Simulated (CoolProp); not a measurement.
Saturation properties of oxygen.

Computed with CoolProp (reference Helmholtz-energy equation of state, Schmidt 1985).

| T (°C) | p (kPa) | vapour density (kg/m³) | enthalpy of vaporisation (kJ/kg) | liquid viscosity (µPa s) |
|---|---|---|---|---|
| -176.35 | 192.4 | 8.059 | 206.2 | 165 |
| -171.85 | 282.9 | 11.52 | 201.1 | 148 |
| -167.45 | 399.0 | 15.89 | 195.6 | 134 |
| -162.95 | 550.9 | 21.56 | 189.4 | 121 |
| -158.45 | 741.4 | 28.68 | 182.6 | 110 |
| -153.95 | 975.6 | 37.53 | 175.1 | 99.2 |
| -149.45 | 1259 | 48.48 | 166.7 | 89.7 |
| -145.05 | 1589 | 61.72 | 157.5 | 81.1 |

It boils at -183.0 °C under 1 atm.

Viscosity comes from a separate model (Lemmon 2004).
